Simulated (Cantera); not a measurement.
An adiabatic, constant-volume homogeneous reactor starts with H₂ : O₂ : N₂ = 1 : 0.625 : 2.35 (molar parts), equivalence ratio 0.80, at 1050 K and 750 Torr. Integrator tolerance rtol = 1e-08.

Detailed kinetics in Cantera: the H2/O2 subset of GRI-Mech 3.0, which has no nitrogen chemistry.

Question: What does this change do: initial temperature 1050 to 1200 K?

Answer: 
| quantity | before | after |
|---|---|---|
| time of steepest temperature rise | 0.138 ms | 44.7 µs |
| temperature at 0.200 s | 2823 K | 2864 K |
| equilibrium temperature | 2823 K | 2864 K |
| x(H₂) at 0.200 s | 0.0197 (gas-phase equilibrium 0.0197) | 0.0232 (gas-phase equilibrium 0.0232) |
| x(O₂) at 0.200 s | 0.0361 (gas-phase equilibrium 0.0361) | 0.0366 (gas-phase equilibrium 0.0366) |
| x(H₂O₂) at 0.200 s | 9.34e-7 (gas-phase equilibrium 9.34e-7) | 9.18e-7 (gas-phase equilibrium 9.18e-7) |
| x(H₂O) at 0.200 s | 0.242 (gas-phase equilibrium 0.242) | 0.234 (gas-phase equilibrium 0.234) |
| x(OH) at 0.200 s | 0.0285 (gas-phase equilibrium 0.0285) | 0.0318 (gas-phase equilibrium 0.0318) |
| x(HO₂) at 0.200 s | 1.56e-5 (gas-phase equilibrium 1.56e-5) | 1.63e-5 (gas-phase equilibrium 1.63e-5) |
